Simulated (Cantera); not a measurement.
What does this Cantera script print?

```python
import numpy as np
import cantera as ct

gas_names = """
    F F2 FS2F,fluorodisu S SF SF2 SF3 SF4 SF5 SF6 S2 S2F2,thiothiony S8 Si SiF SiF2 SiF3 SiF4 SiS Si2
    Si3
""".split()
cond_names = """
    S(cr1) S(cr2) S(L) Si(cr) Si(L)
""".split()


# ... load() reads the species with a 1 bar reference pressure and builds the phases ...
atoms = {
    'Si': {'Si': 1},
    'SF6': {'S': 1, 'F': 6},
}
top_T = {}  # K; cautious upper limits of use, not melting points


# ... equilibrate(T, P, feed) seeds the gas with the atoms and calls Mixture.equilibrate('TP', solver="vcs", rtol=1e-11, max_steps=5000) ...
results = []
feed = {'Si': 1, 'SF6': 2.5}  # mol
P = 133.322  # Pa
for T in [725, 800, 875, 950, 1025, 1100, 1175, 1250, 1325]:
    mix = equilibrate(T, P, feed)
    results.append((T, P, feed, dict(zip(mix.species_names, mix.species_moles))))
    x = sorted(zip(gas.X, gas.species_names), reverse=True)
    print(f"T = {T:g} K  P = {P:g} Pa  gas = {mix.phase_moles(0):.4g} mol")
    print("   x: " + "  ".join(f"{s} {v:.3e}" for v, s in x if v > 1e-05))
    print("   condensed (mol): " + ("  ".join(f"{mix.phase(i).name} {mix.phase_moles(i):.4g}"
          for i in range(1, mix.n_phases) if mix.phase_moles(i) > 1e-12) or "none"))
```

Result:

```
T = 725 K  P = 133.322 Pa  gas = 3.455 mol
   x: SF4 5.125e-01  SiF4 2.894e-01  SF6 1.842e-01  S2F2,thiothiony 1.290e-02  SF2 5.330e-04  SF3 4.979e-04
   condensed (mol): none
T = 800 K  P = 133.322 Pa  gas = 3.497 mol
   x: SF4 5.644e-01  SiF4 2.860e-01  SF6 1.469e-01  SF3 1.033e-03  SF2 8.882e-04  S2F2,thiothiony 8.282e-04
   condensed (mol): none
T = 875 K  P = 133.322 Pa  gas = 3.5 mol
   x: SF4 5.670e-01  SiF4 2.857e-01  SF6 1.447e-01  SF3 1.549e-03  SF2 9.779e-04  S2F2,thiothiony 3.493e-05  SF5 1.016e-05
   condensed (mol): none
T = 950 K  P = 133.322 Pa  gas = 3.5 mol
   x: SF4 5.661e-01  SiF4 2.857e-01  SF6 1.450e-01  SF3 2.143e-03  SF2 1.032e-03  SF5 2.540e-05
   condensed (mol): none
T = 1025 K  P = 133.322 Pa  gas = 3.5 mol
   x: SF4 5.650e-01  SiF4 2.857e-01  SF6 1.453e-01  SF3 2.822e-03  SF2 1.076e-03  SF5 5.558e-05  F 3.598e-05
   condensed (mol): none
T = 1100 K  P = 133.322 Pa  gas = 3.502 mol
   x: SF4 5.637e-01  SiF4 2.856e-01  SF6 1.454e-01  SF3 3.578e-03  SF2 1.115e-03  F 4.304e-04  SF5 1.093e-04
   condensed (mol): none
T = 1175 K  P = 133.322 Pa  gas = 3.513 mol
   x: SF4 5.621e-01  SiF4 2.846e-01  SF6 1.437e-01  SF3 4.420e-03  F 3.726e-03  SF2 1.161e-03  SF5 1.958e-04
   condensed (mol): none
T = 1250 K  P = 133.322 Pa  gas = 3.586 mol
   x: SF4 5.587e-01  SiF4 2.789e-01  SF6 1.314e-01  F 2.394e-02  SF3 5.510e-03  SF2 1.292e-03  SF5 3.139e-04
   condensed (mol): none
T = 1325 K  P = 133.322 Pa  gas = 3.903 mol
   x: SF4 5.479e-01  SiF4 2.562e-01  F 1.033e-01  SF6 8.227e-02  SF3 7.960e-03  SF2 2.034e-03  SF5 3.902e-04  F2 1.118e-05
   condensed (mol): none
```

Method: chemical equilibrium by Gibbs-energy minimisation in Cantera with the NASA 1993 tables (ideal gas, pure condensed phases). The tables' values for S2F2 (SSF2), SF3, SF5 are old estimates; treat these amounts as uncertain.
